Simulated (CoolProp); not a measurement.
Water along the isobar 240 bar: Z from the reference equation and from simpler models built on Tc = 647.1 K, pc = 220.6 bar, ω = 0.344; each cubic takes its own stable root.

Computed with CoolProp (reference Helmholtz-energy equation of state, Wagner 2002).

| T (K) | phase | reference | van der Waals | Peng-Robinson |
|---|---|---|---|---|
| 443.5 | liquid | 0.1287 | 0.2659 | 0.1565 |
| 473.9 | liquid | 0.1247 | 0.2577 | 0.1526 |
| 504.3 | liquid | 0.1221 | 0.2520 | 0.1505 |
| 534.7 | liquid | 0.1210 | 0.2490 | 0.1508 |
| 565.1 | liquid | 0.1218 | 0.2493 | 0.1541 |
| 595.5 | liquid | 0.1255 | 0.2546 | 0.1627 |
| 625.9 | liquid | 0.1358 | 0.2698 | 0.1837 |
| 656.3 | supercritical | 0.3304 | 0.3365 | 0.3658 |
| 686.8 | supercritical | 0.5903 | 0.5827 | 0.5894 |
| 717.2 | supercritical | 0.6886 | 0.6640 | 0.6792 |
